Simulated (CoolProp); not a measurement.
n-pentane along the isotherm 620 K: density (kg/m³) from the reference equation and from simpler models built on Tc = 469.7 K, pc = 3.368 MPa, ω = 0.251; each cubic takes its own stable root.

Values from CoolProp's reference Helmholtz-energy equation of state, Thol 2019.

| p (MPa) | phase | reference |
|---|---|---|
| 0.421 | gas | 5.988 |
| 0.842 | gas | 12.17 |
| 1.26 | gas | 18.52 |
| 1.68 | gas | 25.11 |
| 2.1 | gas | 31.92 |
| 2.53 | gas | 39.14 |
| 2.95 | gas | 46.44 |
| 3.37 | supercritical | 53.99 |
| 3.79 | supercritical | 61.79 |
| 4.21 | supercritical | 69.87 |
| 4.63 | supercritical | 78.21 |
| 5.05 | supercritical | 86.82 |

Q: How far does each simpler model (van der Waals, Soave-Redlich-Kwong) lie from the reference over these 12 states: mean and median of the absolute difference, and the worst?

A: 
- van der Waals: mean 3.6 %, median 3.0 %, worst +8.7 % at 620 K and 5.05 MPa
- Soave-Redlich-Kwong: mean 1.0 %, median 0.8 %, worst -2.4 % at 620 K and 5.05 MPa
